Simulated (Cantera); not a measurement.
Input: 1 mol Si, 2 mol Cl2, 55 mol H2, equilibrated at 170 Pa.

Cantera equilibrium calculation (NASA polynomials, part measured and part estimated; ideal gas, pure solids and liquids). Candidate condensed phases: Si; 19 gas species. Equilibrium is a limit: real reactors are often held back by kinetics, nucleation or transport.

Over these rows the condensed part is Si(s). Partial pressures as log10 of bar:

| T (K) | 1000/T (1/K) | log p SiCl2 | log p H2 | log p HCl |
|---|---|---|---|---|
| 873 | 1.1455 | -6.63 | -2.78 | -4.76 |
| 923 | 1.0834 | -6.15 | -2.78 | -4.55 |
| 973 | 1.0277 | -5.74 | -2.79 | -4.37 |
| 1023 | 0.9775 | ? | -2.79 | -4.23 |
| 1073 | 0.9320 | -5.17 | -2.79 | -4.13 |
| 1123 | 0.8905 | -5.02 | -2.80 | -4.07 |

**Question.** Fit log p(SiCl2) = a + b·(1000/T) to the five rows, give the apparent enthalpy, and predict the row at 1023 K.

**Answer.** Means: 1000/T = 1.0158, log p = -5.742. Sxy = -0.281131, Sxx = 0.0442560, so b = -6.35 and a = -5.742 − (-6.35)×1.0158 = 0.71.
Apparent enthalpy: −19.145 × (-6.35) = 122 kJ/mol. With the condensed phases at unit activity, Si(s) + 2 HCl(g) = SiCl2(g) + H2(g) links this pressure to the main gases: over the six rows their terms move log p by +1.40 in all, so the slope isn't that reaction's ΔH° alone. The five rows lie within 0.08 of the line.
Prediction at 1023 K: 0.71 + (-6.35)×0.9775 = -5.50. The computed value is -5.41, 0.09 from the line.
